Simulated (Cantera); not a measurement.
Hydrocarbon pyrolysis for carbon deposition

An isothermal, constant-pressure homogeneous reactor starts with CH₄ : N₂ = 1 : 110 (molar parts), at 1675 K and 0.0168 atm.

Cantera simulation using GRI-Mech 3.0 (53 species, 325 reactions); the numbers are that mechanism's predictions, not measurements. GRI-Mech 3.0 stops at C3 and has no aromatics, soot or wall deposition, so with more carbon than oxygen in the feed, carbon stays in small species such as C2H2 where larger ones or solid carbon would form. Radical loss at walls, strong at low pressure, is not modelled.

| t (s) | x CH₄ | x C₂H | x HCN | x C₂H₄ | x H | x CH₃ | x CH₂ |
|---|---|---|---|---|---|---|---|
| 1.00e-6 | 0.00901 | <1e-12 | <1e-12 | <1e-12 | 1.10e-9 | 1.11e-9 | <1e-12 |
| 8.92e-6 | 0.00901 | <1e-12 | <1e-12 | <1e-12 | 9.63e-9 | 1.00e-8 | <1e-12 |
| 7.95e-5 | 0.00901 | <1e-12 | <1e-12 | <1e-12 | 7.32e-8 | 1.02e-7 | <1e-12 |
| 0.000709 | 0.00901 | <1e-12 | <1e-12 | 2.37e-11 | 2.27e-7 | 1.34e-6 | 2.19e-11 |
| 0.00632 | 0.00900 | <1e-12 | <1e-12 | 2.74e-8 | 2.42e-7 | 1.37e-5 | 1.39e-9 |
| 0.0564 | 0.00885 | 9.22e-11 | 3.85e-10 | 1.77e-5 | 7.68e-7 | 0.000121 | 6.70e-8 |
| 0.503 | 0.00385 | 3.56e-8 | 9.75e-7 | 0.000173 | 2.30e-5 | 0.000211 | 4.35e-7 |
| 4.49 | 0.000189 | 1.09e-7 | 1.35e-5 | 8.40e-7 | 6.62e-5 | 1.92e-5 | 9.45e-8 |
| 40.0 | 3.98e-6 | 1.60e-7 | 3.55e-5 | 6.00e-8 | 9.73e-5 | 5.89e-7 | 4.30e-9 |
x: mole fraction; the columns are a selection and need not sum to one.

Equilibrium at this temperature and pressure: CH₄ 6.20e-8, C₂H 8.75e-9, HCN 0.00847, C₂H₄ 3.04e-9, H 0.000104, CH₃ 9.77e-9, CH₂ 7.64e-11 (gas phase only).
